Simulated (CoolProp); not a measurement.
Vapour pressure (MPa) of water: the reference equation beside estimates from Tc = 373.9 °C, pc = 22.06 MPa, ω = 0.344.

Model: reference Helmholtz-energy equation of state, Wagner 2002, in CoolProp.

| T (°C) | reference | Lee-Kesler | van der Waals | Redlich-Kwong | Soave-Redlich-Kwong | Peng-Robinson |
|---|---|---|---|---|---|---|
| 168.85 | 0.7704 | 0.7643 | 3.898 | 1.563 | 0.7641 | 0.7656 |
| 181.25 | 1.032 | 1.033 | 4.495 | 1.981 | 1.032 | 1.030 |
| 193.55 | 1.356 | 1.367 | 5.142 | 2.470 | 1.366 | 1.359 |
| 205.95 | 1.758 | 1.781 | 5.853 | 3.044 | 1.781 | 1.767 |
| 218.35 | 2.247 | 2.285 | 6.624 | 3.707 | 2.287 | 2.265 |
| 230.65 | 2.831 | 2.884 | 7.451 | 4.458 | 2.891 | 2.858 |
| 243.05 | 3.530 | 3.600 | 8.347 | 5.317 | 3.616 | 3.571 |
| 255.35 | 4.348 | 4.434 | 9.302 | 6.275 | 4.463 | 4.404 |
| 267.75 | 5.312 | 5.412 | 10.33 | 7.354 | 5.460 | 5.386 |
| 280.15 | 6.431 | 6.543 | 11.43 | 8.553 | 6.614 | 6.526 |
| 292.45 | 7.711 | 7.832 | 12.58 | 9.867 | 7.930 | 7.827 |
| 304.85 | 9.190 | 9.315 | 13.82 | 11.32 | 9.443 | 9.329 |

Absolute difference from the reference over all 12 rows, mean and median: Lee-Kesler 1.4 and 1.6 %, van der Waals 179.0 and 149.8 %, Redlich-Kwong 57.5 and 54.0 %, Soave-Redlich-Kwong 1.9 and 2.3 %, Peng-Robinson 1.0 and 1.1 %.
